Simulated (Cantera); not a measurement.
Charge: 1 mol Si, 0.2 mol O2, 1.4 mol N2, equilibrated at 1750 K and 46.0 Pa.

Method: chemical equilibrium by Gibbs-energy minimisation in Cantera with the NASA 1993 tables (ideal gas, pure condensed phases). Candidate condensed phases: Si, SiO2, Si2N2O, Si3N4; 16 gas species. The tables' values for SiN are old estimates; treat these amounts as uncertain. Kinetics and transport are ignored.

Base state: N2 0.775, SiO 0.221, Si 0.00326, Si2N 5.41e-5, SiN 3.18e-5, Si2 1.69e-5 (mole fractions); condensed: Si(l).

Task: What changes in the equilibrium state with this change: pressure from 46.0 Pa to 2300 Pa?

Result: 
| species | before | after |
|---|---|---|
| N2 | 0.775 | 0.996 |
| SiO | 0.221 | 0.00348 |
| Si | 0.00326 | 1.97e-5 |
| Si2 | 1.69e-5 | 3.08e-8 |
| Si2N | 5.41e-5 | 7.90e-7 |
| SiN | 3.18e-5 | 1.54e-6 |
| Si(l), mol | 0.594 | 0 |
| Si2N2O(s), mol | 0 | 0.397 |
| Si3N4(s), mol | 0 | 0.0677 |
Mutual solubility and eutectic melting of coexisting phases are not modelled.
